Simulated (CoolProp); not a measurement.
The numbers come from the reference Helmholtz-energy equation of state, Lemmon 2006 in CoolProp. It is a short technical equation, of lower accuracy than the large ones.

Question: For C3F8 (R218), give the phase and the speed of sound (m/s) at -5.55 °C and 0.101 MPa; 66.45 °C and 0.101 MPa.

Answer: 
- -5.55 °C and 0.101 MPa: gas; speed of sound 109
- 66.45 °C and 0.101 MPa: gas; speed of sound 124
